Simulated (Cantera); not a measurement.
Cantera run, input and output.

```python
import numpy as np
import cantera as ct

gas = ct.Solution("gri30.yaml")
gas.TPX = 598, 280000, {'CH4': 1, 'C2H6': 0.67, 'C3H8': 0.6, 'O2': 5.25, 'N2': 19.7, 'H2O': 2.6}
flame = ct.FreeFlame(gas, width=0.019)
flame.set_refine_criteria(ratio=3, slope=0.08, curve=0.16)
flame.transport_model = "mixture-averaged"
flame.solve(loglevel=0, auto=True)
z, T = flame.grid, flame.T
thick = (T[-1] - T[0]) / np.gradient(T, z).max()
show = ['CH4', 'C2H6', 'C3H8', 'OH', 'H2O2', 'NO']
print(f"laminar burning velocity  {flame.velocity[0] * 100:.3f} cm/s")
print(f"burnt temperature         {T[-1]:.1f} K")
print(f"thermal thickness         {thick * 1e3:.4f} mm")
print(f"grid points               {len(z)}")
z0 = z[flame.heat_release_rate.argmax()]
print(f"{'z/mm':>9s}{'T/K':>9s}{'u/(m/s)':>9s}" + "".join(f"{s:>11s}" for s in show))
rows = []
for k in (-3, -2, -1.5, -1, -0.5, -0.25, 0, 0.25, 0.5, 1, 2, 4, 8):
    zz = z0 + k * thick
    rows.append([k * thick, np.interp(zz, z, T), np.interp(zz, z, flame.velocity),
                 *(np.interp(zz, z, flame.X[gas.species_index(s)]) for s in show)])
    print(f"{rows[-1][0] * 1e3:9.3f}{rows[-1][1]:9.1f}{rows[-1][2]:9.3f}" + "".join(f"{x:11.3e}" for x in rows[-1][3:]))
```

It prints:

```
laminar burning velocity  48.323 cm/s
burnt temperature         2101.1 K
thermal thickness         0.2390 mm
grid points               137
     z/mm      T/K  u/(m/s)        CH4       C2H6       C3H8         OH       H2O2         NO
   -0.717    598.7    0.486  3.338e-02  2.238e-02  2.005e-02  5.051e-14  1.710e-07  4.561e-10
   -0.478    604.5    0.493  3.306e-02  2.224e-02  1.994e-02  4.883e-12  1.709e-06  4.804e-09
   -0.358    622.9    0.511  3.250e-02  2.200e-02  1.979e-02  1.121e-10  6.730e-06  2.144e-08
   -0.239    719.3    0.599  3.049e-02  2.086e-02  1.909e-02  1.543e-08  3.296e-05  1.745e-07
   -0.119   1111.3    0.956  2.356e-02  1.374e-02  1.258e-02  5.203e-06  8.828e-05  2.267e-06
   -0.060   1463.9    1.293  1.681e-02  5.546e-03  3.687e-03  6.916e-05  2.368e-05  5.626e-06
    0.000   1794.5    1.612  7.662e-03  4.279e-04  5.605e-05  4.831e-04  2.507e-06  1.084e-05
    0.060   1968.6    1.772  2.222e-03  1.416e-05  2.965e-08  1.037e-03  6.817e-07  1.937e-05
    0.119   2033.9    1.828  7.023e-04  1.246e-06  2.724e-10  1.210e-03  2.194e-07  2.846e-05
    0.239   2070.5    1.856  1.406e-04  4.171e-08  1.587e-12  1.052e-03  4.826e-08  4.091e-05
    0.478   2085.5    1.866  2.506e-05  9.644e-10  5.875e-15  7.583e-04  1.648e-08  5.226e-05
    0.956   2093.2    1.872  4.221e-06  1.690e-11  1.579e-17  5.159e-04  7.695e-09  6.098e-05
    1.912   2097.8    1.875  7.767e-07  3.548e-13  9.325e-20  3.402e-04  3.458e-09  6.641e-05
```

Detailed kinetics in Cantera: GRI-Mech 3.0 (53 species, 325 reactions). GRI-Mech 3.0 was tuned for natural gas; its chemistry of propane as a main component is partial and can be far from experiment. Burning velocities carry a grid error of a few per cent, more on coarse grids.
